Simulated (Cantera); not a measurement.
Feed: 1 mol FeS, 19 mol H2, held at 1525 °C and 15.0 Pa.

Equilibrium computed with Cantera from the NASA thermochemical tables; the gas is ideal and each condensed phase is pure. Candidate condensed phases: Fe, FeS, FeS2, S; 8 gas species. Kinetics and transport are ignored.

Task: What is the equilibrium state?

Result: 
| Quantity | Value |
|---|---|
| x(H2) | 0.894 |
| x(Fe) | 0.0480 |
| x(H) | 0.0272 |
| x(S2) | 0.0167 |
| x(S) | 0.00771 |
| x(SH) | 0.00530 |
| x(H2S) | 0.00154 |
| gas amount | 20.85 mol |
| log10 activity of Fe(δ) (absent) | -0.60 |
| log10 activity of S(l) (absent) | -4.26 |
